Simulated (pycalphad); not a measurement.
All values are pycalphad results on the COST 507 light-alloy database (1999) (1 atm), not direct measurements. The database dates from 1999; later assessments differ in places, in temperatures and in the compounds included. Diffusion is slow at the low end, where real alloys seldom reach equilibrium.

### Question
How does the equilibrium phase assembly of Fe-0.2521Si (wt.%) change on cooling from 1977 °C to 252 °C?

### Answer
```
T (°C)     phases above     phases below
------  ---------------  ---------------
1533.9           LIQUID  BCC_A2 + LIQUID
1531.4  BCC_A2 + LIQUID           BCC_A2
1381.3           BCC_A2  BCC_A2 + FCC_A1
1380.0  BCC_A2 + FCC_A1           FCC_A1
931.7            FCC_A1  BCC_A2 + FCC_A1
927.0   BCC_A2 + FCC_A1           BCC_A2
```
Changes were sought between steps of 75 K, so a narrower field can be missed.

FCC_A1 is fcc; BCC_A2 is bcc.
